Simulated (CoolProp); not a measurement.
A Linde-Hampson liquefier for oxygen: isothermal reversible compression at 300 K from 1 atm to 30 MPa, throttling to 1 atm, return gas leaving the recuperator 0 K below the feed. Each further row changes one setting.

Model: reference Helmholtz-energy equation of state, Schmidt 1985, in CoolProp.

```json
[
 {"case": "as stated", "liquid yield per pass": "0.137", "compression work (kJ/kg of gas)": "435"},
 {"case": "high pressure 60 MPa", "liquid yield per pass": "0.165", "compression work (kJ/kg of gas)": "494"},
 {"case": "warm-end temperature 330 K", "liquid yield per pass": "0.105", "compression work (kJ/kg of gas)": "484"},
 {"case": "warm-end gap 5 K", "liquid yield per pass": "0.127", "compression work (kJ/kg of gas)": "435"}
]
```

Above 300 K oxygen's equation is extrapolated.
